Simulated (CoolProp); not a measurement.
Properties of ammonia along the isotherm 663.3 K.

The numbers come from the reference Helmholtz-energy equation of state, Gao 2020 in CoolProp.

```tsv
p (bar)	phase	cv (kJ/(kg K))	speed of sound (m/s)	Joule-Thomson coefficient (K/MPa)	viscosity (µPa s)	fugacity coefficient
18.9	gas	2.286	624.9	2.544	24.1	0.9910
37.9	gas	2.301	622.7	2.511	24.2	0.9821
56.8	gas	2.316	620.8	2.475	24.4	0.9735
75.8	gas	2.330	619.2	2.437	24.5	0.9649
94.7	gas	2.344	617.7	2.397	24.7	0.9565
114	supercritical	2.359	616.6	2.353	24.8	0.9482
133	supercritical	2.373	615.8	2.308	25.0	0.9401
152	supercritical	2.386	615.2	2.261	25.3	0.9322
170	supercritical	2.399	615.0	2.215	25.5	0.9249
```

Viscosity comes from a separate model (Fenghour 1995).
